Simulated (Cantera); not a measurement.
Charge: 1 mol n-butane, 35 mol H2, 42 mol N2, 1.4 mol O2, held at 15000 Torr.

These are equilibrium values from Cantera (NASA tables, ideal gas, pure condensed phases), not measurements of a reactor. Candidate condensed phases: C, C6H6, C7H8, C8H18, H2O; 136 gas species. Kinetics and transport are ignored.

### Question
What share of the C ends up in condensed phases as a function of T (K), at 1673, 1873, 2073, 2273, 2473, 2673, 2873, 3073?

### Answer
```tsv
T (K)	C condensed (%)	as
1673	15.9	C(graphite)
1873	14.6	C(graphite)
2073	3.3	C(graphite)
2273	0.0	-
2473	0.0	-
2673	0.0	-
2873	0.0	-
3073	0.0	-
```
